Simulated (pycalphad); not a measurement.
All values are pycalphad results on the COST 507 light-alloy database (1999) (1 atm), not direct measurements. No gas phase is included, though pure Mg would boil below 1650 K. The data set is of 1999 and partly superseded. Kinetics are ignored, which matters at the lower temperatures.

Mg-1.23Al-0.18Si (at.%): equilibrium cooling sequence

```json
[
 {"T (K)": "914.5", "phases above": "liquid", "phases below": "hcp + liquid"},
 {"T (K)": "895.1", "phases above": "hcp + liquid", "phases below": "hcp + liquid + MG2SI"},
 {"T (K)": "888.5", "phases above": "hcp + liquid + MG2SI", "phases below": "hcp + MG2SI"},
 {"T (K)": "395.0", "phases above": "hcp + MG2SI", "phases below": "ALMG_GAMMA + hcp + MG2SI"}
]
```

Changes were sought between steps of 50 K, so a narrower field can be missed.

Database names, with the compositions (at.%) that they take in these runs: MG2SI: Mg 67 Si 33; ALMG_GAMMA: Mg 59 Al 41.
